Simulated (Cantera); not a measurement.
A closed system holds: 1 mol Si, 0.69 mol Cl2, 12 mol H2, at 1125 °C and 1 atm.

These are equilibrium values from Cantera (NASA tables, ideal gas, pure condensed phases), not measurements of a reactor. The tables' values for SiCl3 are old estimates; treat these amounts as uncertain. The numbers say what is thermodynamically allowed, not how fast it happens.

```
species       before    after
----------  --------  -------
H2             0.925    0.854
HCl           0.0549   0.0801
SiCl2        0.00959   0.0221
SiCl4        0.00343   0.0183
SiHCl3       0.00407   0.0137
SiCl3        0.00278  0.00973
SiH2Cl2     0.000723  0.00154
SiH3Cl       3.70e-5  4.99e-5
Si(s), mol     0.741    0.131
```
Gas species are given as mole fractions.

Name the change that produced these shifts.
(A) temperature from 1125 °C to 825 °C
(B) Cl2 from 0.69 to 1.8 mol
(C) temperature from 1125 °C to 927 °C
(D) pressure from 1 atm to 6.60 bar

B, Cl2 from 0.69 to 1.8 mol
